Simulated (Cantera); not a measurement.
Equilibrium for boron, boron nitride and boron oxide: B₂O₃ + H₂O

Feed: 1 mol B₂O₃, 0.12 mol H₂O, at 24.0 mbar.

Method: chemical equilibrium by Gibbs-energy minimisation in Cantera with the NASA 1993 tables (ideal gas, pure condensed phases). Candidate condensed phases: B, B₂O₃, B₃O₃H₃, H₂O; 23 gas species. Gases not in the tables: H₃BO₃. The numbers say what is thermodynamically allowed, not how fast it happens.

From 825 K to 1925 K the condensed part is B₂O₃(l). At 2025 K nothing is condensed.

```
T (K)  log p H₂O  log p B₂O₃  log p HBO₂  log p (HBO₂)₃  log p BO₂  log p H₂  log p BO  n B₂O₃(l)
-----  ---------  ----------  ----------  -------------  ---------  --------  --------  ---------
825        -1.62        <-13       -7.34          -3.54       <-13     -9.51      <-13      0.998
925        -1.62      -13.17       -6.13          -3.81       <-13     -8.38      <-13      0.999
1025       -1.62      -10.97       -5.17          -4.04     -12.25     -7.47      <-13      0.999
1125       -1.62       -9.18       -4.39          -4.24     -10.55     -6.72      <-13      0.999
1225       -1.62       -7.69       -3.74          -4.41      -9.14     -6.09      <-13      0.999
1325       -1.63       -6.44       -3.20          -4.57      -7.94     -5.56    -12.39      0.998
1425       -1.65       -5.37       -2.75          -4.73      -6.92     -5.11    -10.82      0.995
1525       -1.71       -4.45       -2.37          -4.92      -6.05     -4.74     -9.46      0.988
1625       -1.81       -3.64       -2.08          -5.18      -5.30     -4.45     -8.25      0.973
1725       -2.02       -2.94       -1.88          -5.58      -4.66     -4.25     -7.17      0.943
1825       -2.43       -2.32       -1.82          -6.28      -4.16     -4.17     -6.14      0.869
1925       -3.67       -1.76       -2.20          -8.22      -3.99     -4.41     -4.93      0.281
2025       -3.89       -1.72       -2.32          -9.30      -3.77     -4.34     -4.39          0
```
log p: log10 of the partial pressure in bar; n: condensed amount in mol.
